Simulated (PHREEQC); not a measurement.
1 kg of water holding 0.3 mol KCl and 0.00091 mol CaSO4 is evaporated at 75 °C; the solids stay in contact with the brine. No CO2 enters from the air. Only these solids could form: Arcanite, Gypsum, Anhydrite, Misenite, Portlandite, Sylvite, Syngenite.

The series has 28 steps of water left (kg), from 1 to 0.005006.

All values are PHREEQC results (Pitzer model, pitzer.dat), not measurements.

**Question.** Which solids form, in which order, and at which step of the series does each first stand?

**Answer.** Sylvite from water left = 0.04335 kg; Syngenite from water left = 0.01627 kg.

Constants without temperature data keep their 25 °C values here.
